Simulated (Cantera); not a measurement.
An adiabatic, constant-pressure homogeneous reactor starts with CH4 : CO : O2 : N2 = 1 : 0.16 : 3.71 : 14 (molar parts), equivalence ratio 0.56, at 1598 K and 4.93 atm. Integrator tolerance rtol = 1e-08.

Detailed kinetics in Cantera: GRI-Mech 3.0 (53 species, 325 reactions).

Question: What does this change do: constant volume in place of constant pressure?

Answer: 
| quantity | before | after |
|---|---|---|
| time of steepest temperature rise | 0.114 ms | 0.108 ms |
| temperature at 0.900 s | 2596 K | 2772 K |
| equilibrium temperature | 2596 K | 2772 K |
| x(CH4) at 0.900 s | <1e-12 (gas-phase equilibrium <1e-12) | <1e-12 (gas-phase equilibrium <1e-12) |
| x(CO) at 0.900 s | 0.00540 (gas-phase equilibrium 0.00540) | 0.00873 (gas-phase equilibrium 0.00873) |
| x(O2) at 0.900 s | 0.0778 (gas-phase equilibrium 0.0778) | 0.0755 (gas-phase equilibrium 0.0755) |
| x(C2H4) at 0.900 s | <1e-12 (gas-phase equilibrium <1e-12) | <1e-12 (gas-phase equilibrium <1e-12) |
| x(HCN) at 0.900 s | 2.77e-11 (gas-phase equilibrium 2.77e-11) | 1.56e-10 (gas-phase equilibrium 1.56e-10) |
| x(HCO) at 0.900 s | 2.19e-9 (gas-phase equilibrium 2.19e-9) | 9.13e-9 (gas-phase equilibrium 9.13e-9) |
| x(N2O) at 0.900 s | 1.91e-6 (gas-phase equilibrium 1.91e-6) | 3.25e-6 (gas-phase equilibrium 3.25e-6) |

Question: What does this change do: O2 3.71 to 2.1 parts?

Answer: 
```csv
quantity,before,after
time of steepest temperature rise,0.114 ms,0.223 ms
temperature at 0.900 s,2596 K,2629 K
equilibrium temperature,2596 K,2629 K
x(CH4) at 0.900 s,<1e-12 (gas-phase equilibrium <1e-12),<1e-12 (gas-phase equilibrium <1e-12)
x(CO) at 0.900 s,0.00540 (gas-phase equilibrium 0.00540),0.0174 (gas-phase equilibrium 0.0174)
x(O2) at 0.900 s,0.0778 (gas-phase equilibrium 0.0778),0.00806 (gas-phase equilibrium 0.00806)
x(C2H4) at 0.900 s,<1e-12 (gas-phase equilibrium <1e-12),<1e-12 (gas-phase equilibrium <1e-12)
x(HCN) at 0.900 s,2.77e-11 (gas-phase equilibrium 2.77e-11),6.57e-10 (gas-phase equilibrium 6.57e-10)
x(HCO) at 0.900 s,2.19e-9 (gas-phase equilibrium 2.19e-9),1.51e-8 (gas-phase equilibrium 1.51e-8)
x(N2O) at 0.900 s,1.91e-6 (gas-phase equilibrium 1.91e-6),7.09e-7 (gas-phase equilibrium 7.09e-7)
```
